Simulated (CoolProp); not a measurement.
Properties of hydrogen chloride along the isotherm 304.9 K.

Computed with CoolProp (reference Helmholtz-energy equation of state, Thol 2018).

```json
[
 {"p (MPa)": "9.24", "phase": "liquid", "density (kg/m³)": "818.1", "cp (kJ/(kg K))": "2.381", "cv (kJ/(kg K))": "0.8909", "isothermal compressibility (1/MPa)": "0.01241", "expansivity (1/kK)": "7.045"},
 {"p (MPa)": "18.5", "phase": "liquid", "density (kg/m³)": "883.8", "cp (kJ/(kg K))": "1.923", "cv (kJ/(kg K))": "0.8704", "isothermal compressibility (1/MPa)": "0.005983", "expansivity (1/kK)": "4.272"},
 {"p (MPa)": "27.7", "phase": "liquid", "density (kg/m³)": "924.6", "cp (kJ/(kg K))": "1.760", "cv (kJ/(kg K))": "0.8668", "isothermal compressibility (1/MPa)": "0.004088", "expansivity (1/kK)": "3.327"},
 {"p (MPa)": "36.9", "phase": "liquid", "density (kg/m³)": "955.5", "cp (kJ/(kg K))": "1.669", "cv (kJ/(kg K))": "0.8678", "isothermal compressibility (1/MPa)": "0.003144", "expansivity (1/kK)": "2.810"},
 {"p (MPa)": "46.2", "phase": "liquid", "density (kg/m³)": "981.0", "cp (kJ/(kg K))": "1.609", "cv (kJ/(kg K))": "0.8707", "isothermal compressibility (1/MPa)": "0.002565", "expansivity (1/kK)": "2.469"},
 {"p (MPa)": "55.4", "phase": "liquid", "density (kg/m³)": "1003", "cp (kJ/(kg K))": "1.567", "cv (kJ/(kg K))": "0.8743", "isothermal compressibility (1/MPa)": "0.002178", "expansivity (1/kK)": "2.228"},
 {"p (MPa)": "64.7", "phase": "liquid", "density (kg/m³)": "1022", "cp (kJ/(kg K))": "1.535", "cv (kJ/(kg K))": "0.8783", "isothermal compressibility (1/MPa)": "0.001894", "expansivity (1/kK)": "2.042"},
 {"p (MPa)": "73.9", "phase": "liquid", "density (kg/m³)": "1039", "cp (kJ/(kg K))": "1.510", "cv (kJ/(kg K))": "0.8824", "isothermal compressibility (1/MPa)": "0.001680", "expansivity (1/kK)": "1.896"},
 {"p (MPa)": "83.1", "phase": "liquid", "density (kg/m³)": "1054", "cp (kJ/(kg K))": "1.490", "cv (kJ/(kg K))": "0.8865", "isothermal compressibility (1/MPa)": "0.001512", "expansivity (1/kK)": "1.776"}
]
```
